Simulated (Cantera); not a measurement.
A Cantera script and what it prints.

```python
import numpy as np
import cantera as ct

gas_names = """
    NbO2 H2 OH
""".split()
cond_names = """
    Nb(cr) Nb(L)
""".split()


# ... load() reads the species with a 1 bar reference pressure and builds the phases ...
species = {s.name: s for s in load("nasa_gas.yaml", gas_names) + load("nasa_condensed.yaml", cond_names)}
# Each term lists the table entries of one substance; the one whose range holds T is used.
reactions = {
    'NbO2(g) + H2(g) = Nb + 2 OH(g)':
        [(-1, ['NbO2']), (-1, ['H2']), (1, ['Nb(cr)', 'Nb(L)']), (2, ['OH'])],
}


def pick(names, T):
    return next(species[n] for n in names if species[n].thermo.min_temp <= T <= species[n].thermo.max_temp)


results = []
for label, terms in reactions.items():
    print(label)
    print("     T/K   dH/kJ  dS/(J/K)   dG/kJ   log10 K")
    for T in [750, 950, 1150, 1350, 1550, 1750, 1950, 2150, 2350, 2550, 2750]:
        used = [(nu, pick(names, T)) for nu, names in terms]
        dH = sum(nu * s.thermo.h(T) for nu, s in used) / 1e6
        dS = sum(nu * s.thermo.s(T) for nu, s in used) / 1e3
        dG = dH - T * dS / 1e3
        logK = -dG * 1e6 / (ct.gas_constant * T * np.log(10))
        results.append((label, T, dH, dS, dG, logK, [s.name for _, s in used]))
        print(f"{T:8g} {dH:8.1f} {dS:8.1f} {dG:8.1f} {logK:8.2f}")
```

Result:

```
NbO2(g) + H2(g) = Nb + 2 OH(g)
     T/K   dH/kJ  dS/(J/K)   dG/kJ   log10 K
     750    281.3      6.2    276.6   -19.26
     950    281.9      6.9    275.3   -15.14
    1150    282.6      7.6    273.8   -12.44
    1350    283.6      8.4    272.2   -10.53
    1550    284.9      9.3    270.5    -9.11
    1750    286.5     10.3    268.5    -8.01
    1950    288.4     11.3    266.3    -7.13
    2150    290.7     12.4    264.0    -6.41
    2350    293.4     13.7    261.4    -5.81
    2550    296.7     15.0    258.5    -5.29
    2750    300.7     16.5    255.4    -4.85
```

Cantera with NASA thermochemical tables; ideal gases at 1 bar, condensed phases pure. Condensed species are held in their standard states even where they would react or evaporate.
